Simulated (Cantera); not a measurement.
Input (Python, Cantera) and output of one run.

```python
import numpy as np
import cantera as ct

gas_names = """
    O H2O
""".split()
cond_names = """
    Fe(a) Fe(c) Fe(d) Fe(L) Fe(OH)3(s)
""".split()


def load(file, names, dense=False):
    # The tables refer to 1 bar. Condensed volumes are neglected.
    table = {s.name: s for s in ct.Species.list_from_file(file)}
    out = []
    for n in names:
        d = dict(table[n].input_data)
        d["thermo"] = dict(d["thermo"], **{"reference-pressure": 1e5})
        if dense:
            d["equation-of-state"] = {"model": "constant-volume", "density": "1e6 g/cm^3"}
        out.append(ct.Species.from_dict(d))
    return out


species = {s.name: s for s in load("nasa_gas.yaml", gas_names) + load("nasa_condensed.yaml", cond_names)}
# Each term lists the table entries of one substance; the one whose range holds T is used.
reactions = {
    '3 O(g) + 3 H2O(g) + 2 Fe = 2 Fe(OH)3':
        [(-3, ['O']), (-3, ['H2O']), (-2, ['Fe(a)', 'Fe(c)', 'Fe(d)', 'Fe(L)']), (2, ['Fe(OH)3(s)'])],
}


def pick(names, T):
    return next(species[n] for n in names if species[n].thermo.min_temp <= T <= species[n].thermo.max_temp)


results = []
for label, terms in reactions.items():
    print(label)
    print("     T/K   dH/kJ  dS/(J/K)   dG/kJ   log10 K")
    for T in [300, 598, 798, 998, 1198, 1398]:
        used = [(nu, pick(names, T)) for nu, names in terms]
        dH = sum(nu * s.thermo.h(T) for nu, s in used) / 1e6
        dS = sum(nu * s.thermo.s(T) for nu, s in used) / 1e3
        dG = dH - T * dS / 1e3
        logK = -dG * 1e6 / (ct.gas_constant * T * np.log(10))
        results.append((label, T, dH, dS, dG, logK, [s.name for _, s in used]))
        print(f"{T:8g} {dH:8.1f} {dS:8.1f} {dG:8.1f} {logK:8.2f}")
```

Result:

```
3 O(g) + 3 H2O(g) + 2 Fe = 2 Fe(OH)3
     T/K   dH/kJ  dS/(J/K)   dG/kJ   log10 K
     300  -1687.3   -895.1  -1418.8   247.03
     598  -1681.4   -883.6  -1153.0   100.71
     798  -1670.9   -868.6   -977.8    64.00
     998  -1660.8   -857.2   -805.3    42.15
    1198  -1653.9   -851.1   -634.3    27.66
    1398  -1638.2   -838.9   -465.4    17.39
```

Standard-state values (1 bar) from the NASA 1993 polynomials, evaluated with Cantera. Condensed species are held in their standard states even where they would react or evaporate.
